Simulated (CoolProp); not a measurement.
A simple Rankine cycle with R236FA: condensing at 301.15 K, boiler at 1.47 MPa, turbine inlet 399 K, turbine efficiency 0.85, pump efficiency 0.8, no recuperator. Each further row changes one setting.

Model: reference Helmholtz-energy equation of state, Pan 2012, in CoolProp.

```csv
case,thermal efficiency (%),net work (kJ/kg),heat in (kJ/kg),turbine exit temperature (K),volume ratio over the turbine
as stated,10.7,(withheld),222,360.8,5.14
condensing temperature 293.15 K,12.1,28.0,(withheld),355.4,(withheld)
boiler pressure 1.03 MPa,8.6,19.5,228,(withheld),3.47
turbine efficiency 0.75,9.4,(withheld),222,(withheld),5.19
```

Task: Fill in the missing entries.

Result: 
- as stated, net work (kJ/kg): 23.8
- condensing temperature 293.15 K, heat in (kJ/kg): 232
- condensing temperature 293.15 K, volume ratio over the turbine: 6.69
- boiler pressure 1.03 MPa, turbine exit temperature (K): 371.0
- turbine efficiency 0.75, net work (kJ/kg): 20.9
- turbine efficiency 0.75, turbine exit temperature (K): 363.9
